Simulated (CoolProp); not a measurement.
Values from CoolProp's reference Helmholtz-energy equation of state, Akasaka 2024.

Question: Give the vapour pressure (kPa), vapour density (kg/m³), enthalpy of vaporisation (kJ/kg) of saturated R1132(E) at -4.45 °C.

Answer: 
```
T (°C)  p (kPa)  vapour density (kg/m³)  enthalpy of vaporisation (kJ/kg)
------  -------  ----------------------  --------------------------------
-4.45       709                    23.4                               257
```
